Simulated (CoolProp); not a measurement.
A closed Brayton cycle with carbon dioxide: compressor inlet 305.15 K and 8.3 MPa, high pressure 17.9 MPa, turbine inlet 625 K, compressor efficiency 0.85, turbine efficiency 0.9, recuperator effectiveness 0 (on enthalpy, no pinch check). Each further row changes one setting.

Model: reference Helmholtz-energy equation of state, Span 1996, in CoolProp.

```tsv
case	thermal efficiency (%)	net work (kJ/kg)	compressor to turbine work	compressor exit (K)	turbine exit (K)
as stated	11.9	58.2	0.21	324.1	545.7
turbine inlet 575 K	(withheld)	50.5	0.24	324.1	(withheld)
compressor inlet 315.15 K	(withheld)	43.5	0.41	369.8	545.7
high pressure 15.2 MPa	(withheld)	47.9	(withheld)	(withheld)	(withheld)
recuperator effectiveness 0.5	(withheld)	58.2	0.21	324.1	545.7
```

Task: Some entries are withheld; supply them.

Result: 
- turbine inlet 575 K, thermal efficiency (%): 11.8
- turbine inlet 575 K, turbine exit (K): 498.7
- compressor inlet 315.15 K, thermal efficiency (%): 12.0
- high pressure 15.2 MPa, thermal efficiency (%): 9.7
- high pressure 15.2 MPa, compressor to turbine work: 0.19
- high pressure 15.2 MPa, compressor exit (K): 319.6
- high pressure 15.2 MPa, turbine exit (K): 562.4
- recuperator effectiveness 0.5, thermal efficiency (%): 16.9
